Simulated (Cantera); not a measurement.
Input (Python, Cantera) and output of one run.

```python
import numpy as np
import cantera as ct

gas_names = """
    Cr CrN CrO CrO2 CrO3 N NO NO2 NO3 N2 N2O O O2 O3
""".split()
cond_names = """
    Cr(cr) Cr(L) CrN(s) Cr2N(s) Cr2O3(s) Cr2O3(L)
""".split()


# ... load() reads the species with a 1 bar reference pressure and builds the phases ...
atoms = {
    'Cr': {'Cr': 1},
    'N2O': {'N': 2, 'O': 1},
    'N2': {'N': 2},
}
top_T = {'CrN(s)': 1900, 'Cr2N(s)': 1900}  # K; cautious upper limits of use, not melting points


# ... equilibrate(T, P, feed) seeds the gas with the atoms and calls Mixture.equilibrate('TP', solver="vcs", rtol=1e-11, max_steps=5000) ...
results = []
feed = {'Cr': 1, 'N2O': 0.9, 'N2': 7.2}  # mol
P = 13332.2  # Pa
for T in [1523, 1573, 1623, 1673, 1723, 1773, 1823, 1873, 1923, 1973]:
    mix = equilibrate(T, P, feed)
    results.append((T, P, feed, dict(zip(mix.species_names, mix.species_moles))))

top = {s: max(r[3][s] / sum(r[3][g] for g in gas_names) for r in results) for s in gas_names}
cols = sorted((s for s in top if top[s] > 0.001), key=lambda s: -top[s])[:5]
seen = [c for c in cond_names if any(r[3].get(c, 0) > 1e-12 for r in results)]
print("log10 of partial pressures in bar; condensed amounts in mol")
print(f"{'T/K':>10s}" + "".join(f"{s[:9]:>10s}" for s in cols + seen))
for T, P, feed, n in results:
    ng = sum(n[g] for g in gas_names)
    print(f"{T:10.4g}" + "".join(f"{np.log10(max(n[s] / ng * P / 1e5, 1e-99)):10.3f}" for s in cols)
          + "".join(f"{n.get(c, 0):10.4g}" for c in seen))
```

Result:

```
log10 of partial pressures in bar; condensed amounts in mol
       T/K        N2        Cr    Cr(cr)   Cr2N(s)  Cr2O3(s)
      1523    -0.875    -6.124         0       0.2       0.3
      1573    -0.875    -5.643         0    0.1999       0.3
      1623    -0.875    -5.237    0.3996         0       0.3
      1673    -0.875    -4.870    0.3992         0       0.3
      1723    -0.875    -4.525    0.3982         0       0.3
      1773    -0.875    -4.200    0.3962         0       0.3
      1823    -0.876    -3.894    0.3922         0       0.3
      1873    -0.876    -3.606    0.3849         0       0.3
      1923    -0.877    -3.333    0.3716         0    0.2999
      1973    -0.878    -3.075    0.3484         0    0.2998
```

Equilibrium computed with Cantera from the NASA thermochemical tables; the gas is ideal and each condensed phase is pure. Mutual solubility and eutectic melting of coexisting phases are not modelled.
